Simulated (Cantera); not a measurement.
A closed system holds: 1 mol Si3N4, 2.5 mol N2O, 1.2 mol N2, equilibrated at 2.70e-6 bar.

Equilibrium computed with Cantera from the NASA thermochemical tables; the gas is ideal and each condensed phase is pure. Candidate condensed phases: Si, SiO2, Si2N2O, Si3N4; 16 gas species. The tables' values for SiN are old estimates; treat these amounts as uncertain. Rates play no part. All values below are at 2000 K.

Base state: N2 0.655, SiO 0.287, Si 0.0574, SiN 1.99e-5 (mole fractions); condensed: gas only.

Task: What changes in the equilibrium state with this change: pressure from 2.70e-6 bar to 0.0100 bar?

Result: 
| species | before | after |
|---|---|---|
| N2 | 0.655 | 0.692 |
| SiO | 0.287 | 0.304 |
| Si | 0.0574 | 0.00435 |
| Si2N | 9.30e-8 | 0.000124 |
| Si2 | 2.12e-6 | 4.51e-5 |
| SiN | 1.99e-5 | 9.43e-5 |
| Si(l), mol | 0 | 0.460 |
